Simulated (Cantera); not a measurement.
Stirred combustor or abatement burner

A perfectly stirred reactor is fed with 5.38 % CH4, 19.9 % O2, 74.7 % N2, equivalence ratio 0.54, at 4.60 bar; it is adiabatic with a 300 K inlet, and is followed from long to short residence time, starting on the burning branch (τ in s: 0.14, 0.047, 0.016, 0.0051, 0.0017, 0.00057, 0.00019, 6.2e-05, 2.1e-05, 6.9e-06).

Detailed kinetics in Cantera: GRI-Mech 3.0 (53 species, 325 reactions).

```
τ (s)    T (K)     x CH4    x O2      x O   x CO2      x H      x OH   x CH2O
-------  -----  --------  ------  -------  ------  -------  --------  -------
0.14      1558   1.55e-5  0.0915  7.43e-6  0.0536  3.93e-7  0.000168  1.29e-6
0.047     1556   3.38e-5  0.0916  1.38e-5  0.0534  1.08e-6  0.000218  2.91e-6
0.016     1551   7.46e-5  0.0919  2.56e-5  0.0528  2.96e-6  0.000277  6.72e-6
0.0051    1538  0.000188  0.0927  4.74e-5  0.0514  8.50e-6  0.000326  1.79e-5
0.0017     300    0.0538   0.199   <1e-12  <1e-12   <1e-12    <1e-12   <1e-12
0.00057    300    0.0538   0.199   <1e-12  <1e-12   <1e-12    <1e-12   <1e-12
0.00019    300    0.0538   0.199   <1e-12  <1e-12   <1e-12    <1e-12   <1e-12
6.2e-5     300    0.0538   0.199   <1e-12  <1e-12   <1e-12    <1e-12   <1e-12
2.1e-5     300    0.0538   0.199   <1e-12  <1e-12   <1e-12    <1e-12   <1e-12
6.9e-6     300    0.0538   0.199   <1e-12  <1e-12   <1e-12    <1e-12   <1e-12
```
x: mole fraction; the columns are a selection and need not sum to one.
